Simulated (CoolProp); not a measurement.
Saturation properties of water.

The numbers come from the reference Helmholtz-energy equation of state, Wagner 2002 in CoolProp.

| T (°C) | p (bar) | vapour density (kg/m³) | enthalpy of vaporisation (kJ/kg) | liquid cp (kJ/(kg K)) | vapour viscosity (µPa s) |
|---|---|---|---|---|---|
| 220.95 | 23.62 | 11.83 | 1853 | 4.621 | 16.4 |
| 229.75 | 27.84 | 13.92 | 1814 | 4.686 | 16.7 |
| 238.65 | 32.68 | 16.35 | 1772 | … | 17.0 |
| 247.45 | 38.08 | 19.10 | 1728 | 4.844 | 17.3 |
| 256.25 | 44.13 | 22.24 | 1682 | … | … |
| 265.15 | 50.97 | 25.87 | 1633 | 5.053 | 18.0 |
| 273.95 | 58.51 | 29.99 | 1581 | 5.185 | 18.4 |
| 282.85 | 66.97 | … | 1525 | 5.343 | 18.8 |
| 291.65 | 76.22 | 40.21 | 1465 | 5.531 | 19.2 |
| 300.45 | 86.42 | 46.51 | 1401 | 5.764 | 19.6 |

### Question
What belongs in the gaps?

### Answer

- 238.65, liquid cp (kJ/(kg K)): 4.760
- 256.25, liquid cp (kJ/(kg K)): 4.940
- 256.25, vapour viscosity (µPa s): 17.7
- 282.85, vapour density (kg/m³): 34.77

It boils at 100.0 °C under 1 atm.

Viscosity comes from a separate model (Huber 2009).
